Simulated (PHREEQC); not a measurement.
# Polishing slurry liquid: an equilibrium model

Solution (35 °C): 73 mmol/kgw K2CO3 and 1.2 mmol/kgw KNO3. Closed to the air; pH follows from the charge balance.

The numbers come from PHREEQC with the ion-association model, phreeqc.dat.

The pH comes out as 11.11 and the ionic strength comes out as 0.216 mol/kgw. The specific conductance comes out as 18900 µS/cm. The density comes out as 1.003 g/cm³ and the total alkalinity comes out as 146 meq/kg.

| species | molality | activity | log γ |
|---|---|---|---|
| K+ | 0.147 | 0.103 | -0.154 |
| CO3-2 | 0.0692 | 0.0205 | -0.528 |
| OH- | 0.00385 | 0.00268 | -0.157 |
| HCO3- | 0.00385 | 0.00284 | -0.132 |
| NO3- | 0.00120 | 0.000820 | -0.165 |
| CO2 | 4.30e-8 | 4.52e-8 | 0.022 |

No solid was allowed to form. Complexes and solids missing from the database can't appear.
